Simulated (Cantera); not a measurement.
What does this Cantera script print?

```python
import numpy as np
import cantera as ct

gas_names = [...]  # 123 gases of nasa_gas.yaml made of C, H, O, Si
cond_names = """
    C(gr) C6H6(L) C7H8(L) C8H18(L),n-octa H2O(s) H2O(L) Si(cr) Si(L) SiC(b) SiO2(Lqz) SiO2(hqz) SiO2(L)
""".split()


# ... load() reads the species with a 1 bar reference pressure and builds the phases ...
atoms = {
    'Si': {'Si': 1},
    'CO2': {'C': 1, 'O': 2},
    'H2': {'H': 2},
}
top_T = {'C(gr)': 4500, 'SiC(b)': 3050}  # K; cautious upper limits of use, not melting points


# ... equilibrate(T, P, feed) seeds the gas with the atoms and calls Mixture.equilibrate('TP', solver="vcs", rtol=1e-11, max_steps=5000) ...
results = []
feed = {'Si': 1, 'CO2': 0.21, 'H2': 1}  # mol
T = 1725  # K
P = 320  # Pa
mix = equilibrate(T, P, feed)
results.append((T, P, feed, dict(zip(mix.species_names, mix.species_moles))))
print(gas.report(threshold=0.001))
for i in range(1, mix.n_phases):
    print(f"{mix.phase(i).name:16s} {mix.phase_moles(i):12.5e} mol")
```

Result:

```
       temperature   1725 K
          pressure   320 Pa
           density   0.00031591 kg/m^3
  mean mol. weight   14.159 kg/kmol
   phase of matter   gas

                          1 kg             1 kmol
                     ---------------   ---------------
          enthalpy        1.1565e+06        1.6375e+07  J
   internal energy        1.4357e+05        2.0328e+06  J
           entropy             18541        2.6252e+05  J/K
    Gibbs function       -3.0826e+07       -4.3647e+08  J
 heat capacity c_p            2422.3             34298  J/K
 heat capacity c_v            1835.1             25983  J/K

                      mass frac. Y      mole frac. X     chem. pot. / RT
                     ---------------   ---------------   ---------------
                CO          0.035092          0.017739           -44.692
                 H        0.00019578         0.0027501           -12.559
                H2            0.0999           0.70162           -25.118
               SiO           0.86409           0.27753           -43.162
     [ +119 minor]         0.0007194        0.00035598

C(gr)             0.00000e+00 mol
Si(L)             4.19959e-01 mol
SiC(b)            1.84764e-01 mol
SiO2(L)           0.00000e+00 mol
```

Method: chemical equilibrium by Gibbs-energy minimisation in Cantera with the NASA 1993 tables (ideal gas, pure condensed phases). Mutual solubility and eutectic melting of coexisting phases are not modelled. Gases not in the tables: Si2H6 and higher silanes.
